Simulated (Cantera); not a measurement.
Gas activation for diamond growth

An isothermal, constant-pressure homogeneous reactor starts with CH4 : H2 = 0.022 : 1 (molar parts), at 2000 K and 0.0120 bar.

Computed with Cantera and GRI-Mech 3.0 (53 species, 325 reactions). GRI-Mech 3.0 stops at C3 and has no aromatics, soot or wall deposition, so with more carbon than oxygen in the feed, carbon stays in small species such as C2H2 where larger ones or solid carbon would form. Radical loss at walls, strong at low pressure, is not modelled.

```csv
t (s),x CH4,x H2,x CH2,x CH3,x C2H6,x C2H4
2.00e-5,0.0215,0.978,1.65e-11,4.06e-6,<1e-12,2.31e-12
6.93e-5,0.0215,0.978,2.22e-10,1.18e-5,3.30e-11,1.34e-10
0.000240,0.0215,0.978,3.13e-9,3.64e-5,8.13e-10,5.53e-9
0.000832,0.0214,0.978,4.08e-8,0.000121,1.29e-8,2.10e-7
0.00288,0.0211,0.978,4.76e-7,0.000406,1.40e-7,5.94e-6
0.01000,0.0196,0.976,4.42e-6,0.00125,8.59e-7,4.87e-5
0.0346,0.0117,0.976,1.12e-5,0.00157,7.90e-7,4.50e-5
0.120,0.00294,0.979,5.81e-6,0.000531,6.80e-8,5.33e-6
0.416,0.000477,0.978,1.68e-6,0.000111,2.28e-9,1.09e-6
1.44,8.17e-5,0.976,4.16e-7,2.28e-5,7.93e-11,8.54e-7
5.00,2.28e-5,0.975,1.33e-7,6.78e-6,7.25e-12,8.19e-7
17.3,1.80e-5,0.975,1.05e-7,5.36e-6,4.83e-12,8.18e-7
60.0,1.80e-5,0.975,1.05e-7,5.35e-6,4.82e-12,8.18e-7
```
x: mole fraction; the columns are a selection and need not sum to one.

Equilibrium at this temperature and pressure: CH4 1.80e-5, H2 0.975, CH2 1.05e-7, CH3 5.36e-6, C2H6 4.84e-12, C2H4 8.18e-7 (gas phase only).
